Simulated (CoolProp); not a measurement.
Aqueous calcium chloride as a coolant, 25 % by mass, freezing at -29.0 °C, 1 atm.

Computed with CoolProp (Melinder's fits for secondary coolants).

| T (°C) | viscosity (mPa s) | conductivity (W/(m K)) | cp (kJ/(kg K)) | density (kg/m³) |
|---|---|---|---|---|
| -24.7 | 9.52 | 0.504 | 2.786 | 1245 |
| -19.7 | 7.80 | 0.511 | 2.804 | 1244 |
| -14.7 | 6.49 | 0.519 | 2.821 | 1242 |
| -9.6 | 5.46 | 0.526 | 2.838 | 1240 |
| -4.6 | 4.66 | 0.533 | 2.854 | 1238 |
| 0.4 | 4.03 | 0.540 | 2.870 | 1237 |
| 5.4 | 3.53 | 0.547 | 2.885 | 1235 |
| 10.4 | 3.11 | 0.554 | 2.899 | 1233 |
| 15.5 | 2.76 | 0.561 | 2.913 | 1231 |
| 20.5 | 2.48 | 0.568 | 2.925 | 1229 |
| 25.5 | 2.23 | 0.575 | 2.938 | 1226 |
| 30.5 | 2.02 | 0.583 | 2.949 | 1223 |
| 35.5 | 1.84 | 0.590 | 2.960 | 1220 |
